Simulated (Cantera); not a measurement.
Reactions in the system N-O-Ta

Standard-state values (1 bar) from the NASA 1993 polynomials, evaluated with Cantera. Values are per mole of reaction as written; species without (g) are pure solids or liquids, kept so even where they would boil at 1 bar.

Ta2O5 + N2O(g) ⇌ 2 TaO2(g) + 2 NO(g)

```csv
T (K),ΔH° (kJ),ΔS° (J/K),ΔG° (kJ),log10 K,condensed phases
300,1745.2,618.7,1559.6,-271.55,Ta2O5(s)
1273,1696.3,552.2,993.4,-40.76,Ta2O5(s)
1373,1690.0,547.4,938.4,-35.70,Ta2O5(s)
1473,1683.5,542.8,883.9,-31.34,Ta2O5(s)
1573,1676.8,538.5,829.8,-27.55,Ta2O5(s)
1673,1670.1,534.4,776.2,-24.23,Ta2O5(s)
1773,1663.3,530.4,722.9,-21.30,Ta2O5(s)
1873,1656.4,526.6,670.1,-18.69,Ta2O5(s)
1973,1649.4,523.0,617.6,-16.35,Ta2O5(s)
2073,1521.6,460.8,566.4,-14.27,Ta2O5(l)
2173,1510.1,455.4,520.5,-12.51,Ta2O5(l)
2273,1498.7,450.3,475.3,-10.92,Ta2O5(l)
```
